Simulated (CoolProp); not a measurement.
Tetradecamethylhexasiloxane (MD4M) along the isotherm 346.85 °C: Z from the reference equation and from simpler models built on Tc = 380.0 °C, pc = 0.8286 MPa, ω = 0.800; each cubic takes its own stable root.

Computed with CoolProp (reference Helmholtz-energy equation of state, Thol 2019).

```json
[
 {"p (MPa)": "1.04", "phase": "liquid", "reference": "0.1810", "Redlich-Kwong": "0.2275", "Soave-Redlich-Kwong": "0.2098", "Peng-Robinson": "0.1868"},
 {"p (MPa)": "2.07", "phase": "liquid", "reference": "0.3410", "Redlich-Kwong": "0.3980", "Soave-Redlich-Kwong": "0.3806", "Peng-Robinson": "0.3396"},
 {"p (MPa)": "3.11", "phase": "liquid", "reference": "0.4948", "Redlich-Kwong": "(withheld)", "Soave-Redlich-Kwong": "0.5407", "Peng-Robinson": "0.4832"},
 {"p (MPa)": "4.14", "phase": "liquid", "reference": "(withheld)", "Redlich-Kwong": "0.7099", "Soave-Redlich-Kwong": "0.6920", "Peng-Robinson": "0.6190"},
 {"p (MPa)": "5.18", "phase": "liquid", "reference": "0.7871", "Redlich-Kwong": "0.8575", "Soave-Redlich-Kwong": "0.8395", "Peng-Robinson": "0.7516"},
 {"p (MPa)": "6.21", "phase": "liquid", "reference": "0.9277", "Redlich-Kwong": "0.9998", "Soave-Redlich-Kwong": "0.9817", "Peng-Robinson": "0.8797"},
 {"p (MPa)": "7.25", "phase": "liquid", "reference": "1.067", "Redlich-Kwong": "1.140", "Soave-Redlich-Kwong": "1.122", "Peng-Robinson": "(withheld)"},
 {"p (MPa)": "8.29", "phase": "liquid", "reference": "1.205", "Redlich-Kwong": "1.278", "Soave-Redlich-Kwong": "1.260", "Peng-Robinson": "1.131"}
]
```

**Question.** What belongs in the gaps?

**Answer.** 
- 3.11, Redlich-Kwong: 0.5585
- 4.14, reference: 0.6421
- 7.25, Peng-Robinson: 1.006
